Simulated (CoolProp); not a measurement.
A simple Rankine cycle with isobutane: condensing at 298.15 K, boiler at 0.882 MPa, turbine inlet 373.8 K, turbine efficiency 0.75, pump efficiency 0.8, no recuperator. Each further row changes one setting.

Values from CoolProp's reference Helmholtz-energy equation of state, Bücker 2006.

```csv
case,thermal efficiency (%),net work (kJ/kg),heat in (kJ/kg),turbine exit temperature (K),volume ratio over the turbine
as stated,6.8,31.3,460,351.1,2.54
turbine inlet 393.8 K,6.7,33.7,504,371.8,2.52
condensing temperature 290.15 K,8.3,39.5,479,345.8,3.21
boiler pressure 0.617 MPa,4.3,20.1,467,360.5,1.75
turbine efficiency 0.65,5.9,27.0,460,353.3,2.56
```
